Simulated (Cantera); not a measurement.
Input: 1 mol Si, 1.6 mol HF, 1.4 mol H2, equilibrated at 1475 K and 1.00 bar.

These are equilibrium values from Cantera (NASA tables, ideal gas, pure condensed phases), not measurements of a reactor. Candidate condensed phases: Si; 25 gas species. The tables' values for SiF3, SiF2 are old estimates; treat these amounts as uncertain. Kinetics and transport are ignored.

Base state: H2 0.833, SiF4 0.122, SiHF3 0.0247, SiF3 0.0153, SiH2F2 0.00230, HF 0.00168, SiF2 0.00114, SiH3F 5.96e-5 (mole fractions); condensed: Si(s).

Q: What changes in the equilibrium state with this change: 0.15 mol Cl2 added?

A: 
```tsv
species	before	after
H2	0.833	0.761
SiF4	0.122	0.116
HCl	0	0.0584
SiCl2	0	0.0141
SiHF3	0.0247	0.0228
SiF3	0.0153	0.0147
SiCl3	0	0.00277
SiHCl3	0	0.00228
SiCl4	0	0.00185
SiH2Cl2	0	0.000442
SiH3Cl	0	2.50e-5
Si(s), mol	0.571	0.513
```
The tables' values for SiF3, SiCl3, SiF2 are old estimates; treat these amounts as uncertain.
